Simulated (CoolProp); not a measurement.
Vapour pressure (kPa) of octamethylcyclotetrasiloxane (D4): the reference equation beside estimates from Tc = 313.4 °C, pc = 1347 kPa, ω = 0.598.

Computed with CoolProp (reference Helmholtz-energy equation of state, Thol 2015).

```tsv
T (°C)	reference	Redlich-Kwong	Soave-Redlich-Kwong	Peng-Robinson
133.25	29.71	108.1	29.74	30.45
149.35	49.11	149.4	49.15	49.84
165.35	77.21	200.6	77.40	77.90
181.45	116.9	(withheld)	117.5	117.6
197.55	170.8	338.9	172.3	171.6
213.65	242.0	428.1	245.3	243.5
229.65	333.5	(withheld)	339.3	336.2
245.75	450.3	650.9	459.5	455.1
261.85	(withheld)	787.4	609.8	604.1
277.95	777.7	941.5	794.6	788.5
293.95	1000	1113	(withheld)	1012
```

### Question
Some entries are withheld; supply them.

### Answer

- 181.45, Redlich-Kwong: 263.5
- 229.65, Redlich-Kwong: 531.3
- 261.85, reference: 596.5
- 293.95, Soave-Redlich-Kwong: 1017

Absolute difference from the reference over all 11 rows, mean and median: Redlich-Kwong 99.7 and 76.9 %, Soave-Redlich-Kwong 1.2 and 1.4 %, Peng-Robinson 1.1 and 1.1 %.
